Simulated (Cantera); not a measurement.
Input (Python, Cantera):

```python
import numpy as np
import cantera as ct

gas = ct.Solution("gri30.yaml")
gas.TPX = 1125, 100000, {'CO': 1, 'H2': 0.068, 'CH4': 0.33, 'O2': 1.55, 'N2': 5.83}
reactor = ct.IdealGasConstPressureReactor(gas, energy="on", clone=False)
net = ct.ReactorNet([reactor])
net.rtol, net.atol = 1e-08, 1e-16
show = ['CO', 'H2', 'CH4', 'O', 'OH', 'CH2O']
times = np.geomspace(2e-06, 9, 14)

steps = ct.SolutionArray(gas, extra=["t"])
rows = []
print(f"{'t/s':>10s}{'T/K':>9s}{'P/Pa':>11s}" + "".join(f"{s:>11s}" for s in show))
for t in times:
    while net.time < t:
        t_next = net.step()
        steps.append(gas.state, t=t_next)
    rows.append([np.interp(t, steps.t, y) for y in (steps.T, steps.P, *steps(*show).X.T)])
    print(f"{t:10.3e}{rows[-1][0]:9.1f}{rows[-1][1]:11.4g}" + "".join(f"{x:11.3e}" for x in rows[-1][2:]))
rate = np.gradient(steps.T, steps.t)
print("integrator steps:", len(steps.t))
if steps.T.max() > steps.T[0] + 200:
    print(f"time of steepest temperature rise: {steps.t[rate.argmax()]:.4e} s")
gas.TPX = 1125, 100000, {'CO': 1, 'H2': 0.068, 'CH4': 0.33, 'O2': 1.55, 'N2': 5.83}
gas.equilibrate("HP")
print(f"equilibrium (HP): T = {gas.T:.1f} K  " + "  ".join(f"{s} {gas[s].X[0]:.3e}" for s in show))
```

Output:

```
       t/s      T/K       P/Pa         CO         H2        CH4          O         OH       CH2O
 2.000e-06   1125.0      1e+05  1.139e-01  7.747e-03  3.759e-02  4.045e-10  8.765e-11  1.492e-13
 6.499e-06   1125.0      1e+05  1.139e-01  7.747e-03  3.759e-02  7.899e-10  2.659e-10  3.282e-12
 2.112e-05   1125.0      1e+05  1.139e-01  7.747e-03  3.759e-02  1.082e-09  4.329e-10  6.549e-11
 6.861e-05   1125.0      1e+05  1.139e-01  7.747e-03  3.759e-02  1.327e-09  6.159e-10  9.977e-10
 2.229e-04   1125.0      1e+05  1.139e-01  7.747e-03  3.759e-02  2.373e-09  1.399e-09  1.441e-08
 7.244e-04   1125.0      1e+05  1.139e-01  7.746e-03  3.759e-02  1.345e-08  9.655e-09  3.468e-07
 2.354e-03   1126.3      1e+05  1.139e-01  7.717e-03  3.741e-02  2.353e-07  2.014e-07  4.260e-05
 7.648e-03   1310.6      1e+05  1.169e-01  1.214e-02  2.158e-02  3.124e-05  6.354e-05  1.468e-03
 2.485e-02   2522.7      1e+05  2.534e-02  2.401e-03  1.021e-17  3.569e-03  9.545e-03  2.436e-11
 8.074e-02   2520.3      1e+05  2.526e-02  2.397e-03  1.022e-17  3.494e-03  9.436e-03  2.425e-11
 2.624e-01   2520.3      1e+05  2.526e-02  2.397e-03  1.022e-17  3.494e-03  9.436e-03  2.425e-11
 8.525e-01   2520.3      1e+05  2.526e-02  2.397e-03  1.022e-17  3.494e-03  9.436e-03  2.425e-11
 2.770e+00   2520.3      1e+05  2.526e-02  2.397e-03  1.022e-17  3.494e-03  9.436e-03  2.425e-11
 9.000e+00   2520.3      1e+05  2.526e-02  2.397e-03  1.022e-17  3.494e-03  9.436e-03  2.425e-11
integrator steps: 2105
time of steepest temperature rise: 7.7528e-03 s
equilibrium (HP): T = 2520.3 K  CO 2.526e-02  H2 2.397e-03  CH4 1.460e-17  O 3.494e-03  OH 9.436e-03  CH2O 2.425e-11
```

Model: GRI-Mech 3.0 (53 species, 325 reactions), integrated in Cantera.
